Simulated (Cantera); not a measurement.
A closed system holds: 1 mol CO₂, 9.8 mol H₂O, 1.4 mol O₂, held at 2102 °C and 0.0230 bar.

Equilibrium computed with Cantera from the NASA thermochemical tables; the gas is ideal and each condensed phase is pure. Candidate condensed phases: C, C₆H₆, C₇H₈, C₈H₁₈, H₂O; 110 gas species. Equilibrium is a limit: real reactors are often held back by kinetics, nucleation or transport.

Base state: H₂O 0.672, O₂ 0.119, CO₂ 0.0567, OH 0.0554, H₂ 0.0403, CO 0.0198, H 0.0187, O 0.0173 (mole fractions); condensed: gas only.

Task: What changes in the equilibrium state with this change: H₂O from 9.8 to 0.72 mol?

Result: 
| species | before | after |
|---|---|---|
| O₂ | 0.119 | 0.425 |
| CO₂ | 0.0567 | 0.255 |
| H₂O | 0.672 | 0.188 |
| H₂ | 0.0403 | 0.00597 |
| H | 0.0187 | 0.00718 |
| CO | 0.0198 | 0.0473 |
| O | 0.0173 | 0.0326 |
| OH | 0.0554 | 0.0402 |

Task: What changes in the equilibrium state with this change: temperature from 2102 °C to 402 °C?

Result: 
| species | before | after |
|---|---|---|
| H₂O | 0.672 | 0.803 |
| O₂ | 0.119 | 0.115 |
| CO₂ | 0.0567 | 0.0820 |
| OH | 0.0554 | <1e-9 |
| H₂ | 0.0403 | <1e-9 |
| CO | 0.0198 | <1e-9 |
| H | 0.0187 | <1e-9 |
| O | 0.0173 | <1e-9 |
